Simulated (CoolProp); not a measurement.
Computed with CoolProp (reference Helmholtz-energy equation of state, Lemmon and Jacobsen 2000).

**Question.** For R143a, give the phase and the cp (kJ/(kg K)), speed of sound (m/s), Prandtl number at 451.5 K and 0.35 bar; 470.5 K and 4.96 bar.

**Answer.** 
- 451.5 K and 0.35 bar: gas; cp 1.21, speed of sound 220, Prandtl number 0.626
- 470.5 K and 4.96 bar: gas; cp 1.25, speed of sound 222, Prandtl number 0.628

Viscosity comes from a separate model (Klein 1997), an estimate that may be off by 10 % or more. Thermal conductivity comes from a separate model (McLinden 2000), an estimate that may be off by 10 % or more.
